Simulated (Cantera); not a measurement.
What does this Cantera script print?

```python
import numpy as np
import cantera as ct

gas_names = """
    B BH BH2 BH3 BO BO2 B2 B2O B2O2 B2O3 B3O3H3 H HBO HBO2 HO2 H2 H2O H2O2 H3B3O6 O OH O2 O3
""".split()
cond_names = """
    B(b) B(L) B2O3(L) B3O3H3(cr) H2O(s) H2O(L)
""".split()


def load(file, names, dense=False):
    # The tables refer to 1 bar. Condensed volumes are neglected.
    table = {s.name: s for s in ct.Species.list_from_file(file)}
    out = []
    for n in names:
        d = dict(table[n].input_data)
        d["thermo"] = dict(d["thermo"], **{"reference-pressure": 1e5})
        if dense:
            d["equation-of-state"] = {"model": "constant-volume", "density": "1e6 g/cm^3"}
        out.append(ct.Species.from_dict(d))
    return out


gas = ct.Solution(thermo="ideal-gas", species=load("nasa_gas.yaml", gas_names))
cond = {s.name: ct.Solution(thermo="fixed-stoichiometry", species=[s], name=s.name)
        for s in load("nasa_condensed.yaml", cond_names, dense=True)}
atoms = {
    'B2O3': {'B': 2, 'O': 3},
    'H2O': {'H': 2, 'O': 1},
    'H2': {'H': 2},
}
top_T = {}  # K; cautious upper limits of use, not melting points


def equilibrate(T, P, feed):
    n = {}
    for name, mol in feed.items():
        for a, k in atoms[name].items():
            n[a] = n.get(a, 0.0) + k * mol
    gas.TPX = T, P, n
    mass = sum(n.values()) * gas.mean_molecular_weight
    gas.equilibrate("TP")
    valid = [c for c in cond.values() if c.min_temp <= T <= top_T.get(c.name, c.max_temp)]
    mix = ct.Mixture([(gas, mass / gas.mean_molecular_weight)] + [(c, 0.0) for c in valid])
    mix.T, mix.P = T, P
    mix.equilibrate("TP", solver="vcs", rtol=1e-11, max_steps=5000)
    return mix


results = []
feed = {'B2O3': 1, 'H2O': 0.42, 'H2': 0.15}  # mol
P = 1333.22  # Pa
for T in [1073, 1123, 1173, 1223, 1273, 1323, 1373, 1423, 1473, 1523]:
    mix = equilibrate(T, P, feed)
    results.append((T, P, feed, dict(zip(mix.species_names, mix.species_moles))))

top = {s: max(r[3][s] / sum(r[3][g] for g in gas_names) for r in results) for s in gas_names}
cols = sorted((s for s in top if top[s] > 1e-05), key=lambda s: -top[s])[:8]
seen = [c for c in cond_names if any(r[3].get(c, 0) > 1e-12 for r in results)]
print("log10 of partial pressures in bar; condensed amounts in mol")
print(f"{'T/K':>10s}" + "".join(f"{s[:9]:>10s}" for s in cols + seen))
for T, P, feed, n in results:
    ng = sum(n[g] for g in gas_names)
    print(f"{T:10.4g}" + "".join(f"{np.log10(max(n[s] / ng * P / 1e5, 1e-99)):10.3f}" for s in cols)
          + "".join(f"{n.get(c, 0):10.4g}" for c in seen))
```

Result:

```
log10 of partial pressures in bar; condensed amounts in mol
       T/K       H2O        H2      HBO2      B2O3    H3B3O6         H       HBO   B2O3(L)
      1073    -2.009    -2.455    -4.969   -10.064    -4.720    -9.081   -10.295    0.9985
      1123    -2.009    -2.455    -4.596    -9.209    -4.814    -8.598    -9.667    0.9985
      1173    -2.010    -2.456    -4.256    -8.429    -4.903    -8.156    -9.095     0.998
      1223    -2.013    -2.457    -3.947    -7.716    -4.988    -7.750    -8.572    0.9969
      1273    -2.017    -2.458    -3.664    -7.062    -5.070    -7.376    -8.091    0.9948
      1323    -2.023    -2.461    -3.406    -6.459    -5.151    -7.030    -7.648     0.991
      1373    -2.035    -2.466    -3.170    -5.902    -5.235    -6.711    -7.238    0.9847
      1423    -2.053    -2.473    -2.955    -5.387    -5.325    -6.414    -6.857    0.9748
      1473    -2.081    -2.485    -2.761    -4.908    -5.425    -6.140    -6.502    0.9595
      1523    -2.122    -2.500    -2.589    -4.463    -5.542    -5.886    -6.170     0.937
```

Equilibrium computed with Cantera from the NASA thermochemical tables; the gas is ideal and each condensed phase is pure. Gases not in the tables: H3BO3.
